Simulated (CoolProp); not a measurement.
A single-stage vapour-compression cycle with R125: evaporating at 208.15 K (dew point), condensing at 267.15 K (bubble point), superheat 5 K, subcooling 0 K, compressor efficiency 0.85, no pressure losses. Each further row changes one setting.

Model: reference Helmholtz-energy equation of state, Lemmon 2005, in CoolProp.

| case | cooling COP | pressure ratio | discharge temperature (K) | refrigerating effect (kJ/kg) | volumetric capacity (kJ/m³) |
|---|---|---|---|---|---|
| as stated | (withheld) | 13.5 | 291.0 | 108 | 306 |
| evaporating temperature 213.15 K | 2.53 | 10.2 | (withheld) | 111 | (withheld) |
| condensing temperature 262.15 K | (withheld) | (withheld) | 285.4 | 115 | 323 |
| subcooling 5 K | (withheld) | 13.5 | 291.0 | 115 | 323 |
| superheat 15 K | (withheld) | 13.5 | 301.7 | 115 | 309 |
| compressor efficiency 0.75 | 1.94 | 13.5 | 298.8 | 108 | 306 |

Fill in the missing entries.


- as stated, cooling COP: 2.19
- evaporating temperature 213.15 K, discharge temperature (K): 288.1
- evaporating temperature 213.15 K, volumetric capacity (kJ/m³): 411
- condensing temperature 262.15 K, cooling COP: 2.49
- condensing temperature 262.15 K, pressure ratio: 11.4
- subcooling 5 K, cooling COP: 2.32
- superheat 15 K, cooling COP: 2.22
